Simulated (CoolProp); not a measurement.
The numbers come from the reference Helmholtz-energy equation of state, Lemmon 2006 in CoolProp. It is a short technical equation, of lower accuracy than the large ones.

### Question
For isopentane, give the phase and the density (kg/m³), cp (kJ/(kg K)), cv (kJ/(kg K)), isothermal compressibility (1/MPa) at 482.7 K and 14.8 MPa.

### Answer
- 482.7 K and 14.8 MPa: supercritical; density 445, cp 3.12, cv 2.46, isothermal compressibility 0.0126
